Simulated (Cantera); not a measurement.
Input: 1 mol Si, 1.5 mol Cl2, 16 mol H2, at 1500 °C and 1.10 bar.

Equilibrium computed with Cantera from the NASA thermochemical tables; the gas is ideal and each condensed phase is pure. Candidate condensed phases: Si; 19 gas species. The tables' values for SiCl3, SiCl are old estimates; treat these amounts as uncertain. Gases not in the tables: Si2H6 and higher silanes. Kinetics and transport are ignored.

Question: What is the equilibrium state?

Answer: 
- x(H2): 0.868
- x(HCl): 0.0954
- x(SiCl2): 0.0337
- x(SiCl3): 0.00206
- x(SiHCl3): 0.000457
- x(H): 0.000253
- x(SiCl4): 0.000215
- x(SiH2Cl2): 0.000175
- x(SiH2): 2.14e-5
- n(Si(l)): 0.359 mol
- gas amount: 17.47 mol
